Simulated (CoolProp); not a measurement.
Vapour-liquid equilibrium of p-xylene (1) + n-decane (2) at 938 kPa; x and y are mole fractions of (1).

Model: multi-fluid Helmholtz-energy mixture model, Zhou 2012 and Lemmon 2006; pair parameters Bell 2016, in CoolProp.

Q: Give the bubble temperature and the first vapour's composition at x = 0.35, 0.5, 0.95. Is there an azeotrope?

A: x = 0.35: 544.3 K, y = 0.456; x = 0.5: 537.9 K, y = 0.612; x = 0.95: 521.4 K, y = 0.969. No azeotrope shows between x = 0.05 and 0.95.

The pair parameters rest on a limited set of measurements; away from them the model extrapolates.
